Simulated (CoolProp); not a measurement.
A simple Rankine cycle with chloromethane (R40): condensing at 293.15 K, boiler at 5.57 MPa, turbine inlet 406.7 K, turbine efficiency 0.6, pump efficiency 0.7, no recuperator. Each further row changes one setting.

Model: reference Helmholtz-energy equation of state, Thol 2014, in CoolProp.

```csv
case,thermal efficiency (%),net work (kJ/kg),heat in (kJ/kg),turbine exit temperature (K),volume ratio over the turbine
as stated,11.8,43.9,373,293.1,12.1
turbine inlet 426.7 K,12.5,52.6,422,293.1,10.3
condensing temperature 285.15 K,12.7,48.8,386,285.1,___
boiler pressure 3.9 MPa,11.4,48.7,___,293.1,___
turbine efficiency 0.5,9.5,35.3,373,293.1,12.4
```

### Question
Fill in the missing entries.

### Answer

- condensing temperature 285.15 K, volume ratio over the turbine: 15.3
- boiler pressure 3.9 MPa, heat in (kJ/kg): 428
- boiler pressure 3.9 MPa, volume ratio over the turbine: 7.02

The expansion ends wet for: as stated; turbine inlet 426.7 K; condensing temperature 285.15 K; boiler pressure 3.9 MPa; turbine efficiency 0.5.
